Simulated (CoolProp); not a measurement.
A Linde-Hampson liquefier for methane: isothermal reversible compression at 250 K from 1 atm to 15 MPa, throttling to 1 atm, return gas leaving the recuperator 0 K below the feed. Each further row changes one setting.

Computed with CoolProp (reference Helmholtz-energy equation of state, Setzmann 1991).

```tsv
case	liquid yield per pass	compression work (kJ/kg of gas)
as stated	[?]	588
high pressure 30 MPa	0.353	653
warm-end temperature 280 K	[?]	[?]
warm-end gap 5 K	[?]	588
```

Question: Complete the blanks.

Answer: 
- as stated, liquid yield per pass: 0.285
- warm-end temperature 280 K, liquid yield per pass: 0.196
- warm-end temperature 280 K, compression work (kJ/kg of gas): 682
- warm-end gap 5 K, liquid yield per pass: 0.275
